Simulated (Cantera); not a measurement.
Feed: 1 mol Si, 0.52 mol O2, 1 mol H2, held at 2.80 bar.

Equilibrium computed with Cantera from the NASA thermochemical tables; the gas is ideal and each condensed phase is pure. Candidate condensed phases: H2O, Si, SiO2; 18 gas species. Each liquid is taken as pure. Mutual solubility and eutectic melting of coexisting phases are not modelled. The tables hold silica as quartz up to 1696 K and as liquid above; real silica turns to tridymite and cristobalite and melts near 1996 K. Gases not in the tables: Si2H6 and higher silanes. The numbers say what is thermodynamically allowed, not how fast it happens.

Task: Which condensed phases are stable at each of these points (T (K)): 1250, 1350, 1450, 1550, 1650, 1750, 1850, 1950?

Result: 
```
T (K)         condensed phases  Si condensed (%)
-----  -----------------------  ----------------
1250    Si(s) + SiO2(β-quartz)             100.0
1350    Si(s) + SiO2(β-quartz)             100.0
1450    Si(s) + SiO2(β-quartz)             100.0
1550    Si(s) + SiO2(β-quartz)             100.0
1650    Si(s) + SiO2(β-quartz)              99.8
1750   Si(l) + SiO2(condensed)              99.2
1850   Si(l) + SiO2(condensed)              97.3
1950   Si(l) + SiO2(condensed)              92.2
```

From 1250 K to 1650 K the condensed part is Si(s) + SiO2(β-quartz). From 1750 K to 1950 K the condensed part is Si(l) + SiO2(condensed).
